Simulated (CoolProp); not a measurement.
The fluid at 309.98 K and 2.18 MPa flows at 0.93 m/s in a round tube of 1 mm bore and 0.25 µm roughness, fully developed (64/Re and Nu = 3.66 if laminar; Colebrook and Gnielinski if turbulent). The same conditions are run with several fluids, on thermodynamics alone (safety and materials aside).

Computed with CoolProp (reference Helmholtz-energy equation of state of each fluid (R152A: Outcalt 1996; benzene: Thol 2012; propylene: Lemmon 2013; R142b: Lemmon 2006; R236FA: Pan 2012)).

Question: Rank R152A, benzene, propylene, R142b, R236FA by Reynolds number, highest first.

Answer: R152A (5640), propylene (5270), R142b (4850), R236FA (4820), benzene (1530)

```
fluid      Darcy friction factor  pressure drop (Pa/m)  heat-transfer coefficient (W/(m² K))  mass flow (kg/h)
---------  ---------------------  --------------------  ------------------------------------  ----------------
R152A                     0.0364                 13800                                  3080              2.30
benzene                   0.0418                 15600                                   505              2.27
propylene                 0.0371                  7830                                  2920              1.28
R142b                     0.0380                 17900                                  2360              2.86
R236FA                    0.0381                 21900                                  2310              3.49
```

Transport values come from each fluid's own correlations; those of R152A, propylene, R142b, R236FA are estimates that may be off by 10 % or more.
